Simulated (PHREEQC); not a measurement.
NaOH is added in steps, without added water, to 1 kg of water holding 0.0011 mol HCl, 6.3e-05 mol ZnSO4 and 0.001 mol KCl, at 25 °C. O2 is buffered at 0.21 atm. CO2 from the air is kept out. The run lets Halite, Sylvite, Zn(OH)2(e) precipitate or redissolve, and no other solid.

Base run: PHREEQC, ion-association model, phreeqc.dat. Each further column changes one thing. The table gives ZnOH+ (mol/kgw).

```csv
NaOH added (mol),base,Davies equation for every ion,all activity coefficients set to 1,Debye-Hückel limiting law,database wateq4f.dat
0,5.59e-11,5.59e-11,6.20e-11,5.56e-11,5.61e-11
0.0003,7.69e-11,7.69e-11,8.52e-11,7.64e-11,7.71e-11
0.0006,1.23e-10,1.23e-10,…,1.22e-10,1.23e-10
0.0009,3.07e-10,3.08e-10,3.41e-10,3.06e-10,3.08e-10
0.0012,2.08e-6,2.08e-6,2.17e-6,2.07e-6,…
0.0015,1.43e-8,1.43e-8,1.28e-8,1.44e-8,…
0.0018,6.89e-9,6.88e-9,6.12e-9,6.94e-9,…
0.0021,4.55e-9,4.55e-9,4.02e-9,4.59e-9,4.05e-8
0.0024,3.40e-9,3.40e-9,2.99e-9,3.44e-9,…
```

Q: Some entries are withheld; supply them.

A: 
- 0.0006, all activity coefficients set to 1: 1.36e-10
- 0.0012, database wateq4f.dat: 4.07e-6
- 0.0015, database wateq4f.dat: 1.28e-7
- 0.0018, database wateq4f.dat: 6.13e-8
- 0.0024, database wateq4f.dat: 3.03e-8

 phreeqc.dat and wateq4f.dat share most of their constants, so their agreement is no independent check. Solids allowed in the column 'database wateq4f.dat': Zn(OH)2-a, Zn4(OH)6SO4, Zn5(OH)8Cl2, Halite, Mirabilite, Goslarite.
